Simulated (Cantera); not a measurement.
A perfectly stirred reactor is fed with CO : H2 : CH4 : O2 : N2 = 1 : 0.75 : 0.096 : 0.593 : 2.23 (molar parts), equivalence ratio 1.8, at 1.40 bar; it is adiabatic with a 750 K inlet, and is followed from long to short residence time, starting on the burning branch (τ in s: 0.066, 0.025, 0.0096, 0.0037, 0.0014, 0.00053, 0.0002, 7.8e-05, 3e-05, 1.1e-05).

Cantera simulation using GRI-Mech 3.0 (53 species, 325 reactions); the numbers are that mechanism's predictions, not measurements.

Question: Predict: blow-out, bracketed by the residence times tried; x(CO) at τ = 66.0 ms; x(H2) at τ = 66.0 ms; x(CH4) at τ = 66.0 ms; x(NO) at τ = 66.0 ms; x(CH3) at τ = 66.0 ms; x(CO) at τ = 0.530 ms; x(H2) at τ = 0.530 ms; x(CH4) at τ = 0.530 ms; x(NO) at τ = 0.530 ms; x(CH3) at τ = 0.530 ms.

Answer: 
- blow-out, bracketed by the residence times tried: burning at 11.0 µs, the shortest tried
- x(CO) at τ = 66.0 ms: 0.168
- x(H2) at τ = 66.0 ms: 0.0529
- x(CH4) at τ = 66.0 ms: 1.03e-6
- x(NO) at τ = 66.0 ms: 0.000396
- x(CH3) at τ = 66.0 ms: 9.21e-7
- x(CO) at τ = 0.530 ms: 0.167
- x(H2) at τ = 0.530 ms: 0.0535
- x(CH4) at τ = 0.530 ms: 1.51e-5
- x(NO) at τ = 0.530 ms: 0.000153
- x(CH3) at τ = 0.530 ms: 1.28e-5
